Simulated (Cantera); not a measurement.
A counterflow diffusion flame at 1.78 atm, nozzles 20 mm apart: fuel side 55.2 % CO, 35.9 % H2, 8.84 % CH4 at 450 K, oxidiser side 24.0 % O2, 76.0 % N2 at 573 K, fuel mass flux 1.1 times the oxidiser's; mixture-averaged transport, no radiation.

Computed with Cantera and GRI-Mech 3.0 (53 species, 325 reactions). GRI-Mech 3.0 has no aromatics or soot, which form on the fuel side of real flames. The maximum strain rate includes the flame's own expansion and is several times the mean.

x: mole fraction; the columns are a selection and need not sum to one.

| oxidiser flux (kg/m²/s) | max strain (1/s) | mean strain (1/s) | T max (K) | peak x OH | peak x H | peak x NO | peak x CO | peak x C2H2 |
|---|---|---|---|---|---|---|---|---|
| 1.1 | 471 | 122 | 2432 | 0.0146 | 0.00699 | 0.000475 | 0.576 | 0.00263 |
| 1.8 | (withheld) | 199 | 2383 | 0.0150 | (withheld) | (withheld) | 0.575 | 0.00274 |
| 3 | (withheld) | 332 | 2322 | 0.0152 | (withheld) | (withheld) | 0.575 | 0.00288 |
| 5.1 | 2010 | 564 | 2258 | 0.0152 | 0.0108 | 0.000162 | 0.574 | 0.00300 |
| 8.5 | 3280 | 940 | 2199 | 0.0151 | 0.0124 | 0.000122 | 0.575 | 0.00303 |
| 14 | 5280 | 1550 | 2137 | 0.0145 | 0.0139 | 8.95e-5 | 0.574 | 0.00289 |
| 24 | 8850 | 2650 | 2072 | 0.0136 | 0.0153 | 6.15e-5 | 0.575 | 0.00251 |

Question: Complete the blanks.

Answer: 
- 1.8, max strain (1/s): 749
- 1.8, peak x H: 0.00807
- 1.8, peak x NO: 0.000327
- 3, max strain (1/s): 1210
- 3, peak x H: 0.00933
- 3, peak x NO: 0.000226
